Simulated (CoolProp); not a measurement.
Computed with CoolProp (reference Helmholtz-energy equation of state, Lemmon 2006). It is a short technical equation, of lower accuracy than the large ones.

### Question
Give the vapour pressure (MPa), vapour density (kg/m³) of saturated CH3F (R41) at 263 K.

### Answer
```tsv
T (K)	p (MPa)	vapour density (kg/m³)
263	1.53	31.1
```
